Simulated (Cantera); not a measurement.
Input: 1 mol C2H2, 3.3 mol CO2, equilibrated at 1177 °C and 1 atm.

Method: chemical equilibrium by Gibbs-energy minimisation in Cantera with the NASA 1993 tables (ideal gas, pure condensed phases). Candidate condensed phases: C, C6H6, C7H8, C8H18, H2O; 110 gas species. Kinetics and transport are ignored.

Base state: CO 0.689, CO2 0.152, H2 0.104, H2O 0.0546 (mole fractions); condensed: gas only.

### Question
What changes in the equilibrium state with this change: C2H2 replaced by C2H6?

### Answer
```csv
species,before,after
CO,0.689,0.566
H2,0.104,0.277
H2O,0.0546,0.0843
CO2,0.152,0.0724
```

### Question
What changes in the equilibrium state with this change: CO2 from 3.3 to 0.2 mol?

### Answer
```csv
species,before,after
H2,0.104,0.712
CO,0.689,0.286
CH4,1.21e-7,0.00170
CO2,0.152,8.67e-5
H2O,0.0546,0.000514
"C(graphite), mol",0,1.80
```

### Question
What changes in the equilibrium state with this change: C2H2 replaced by CH4?

### Answer
```csv
species,before,after
CO,0.689,0.478
CO2,0.152,0.205
H2O,0.0546,0.160
H2,0.104,0.157
```
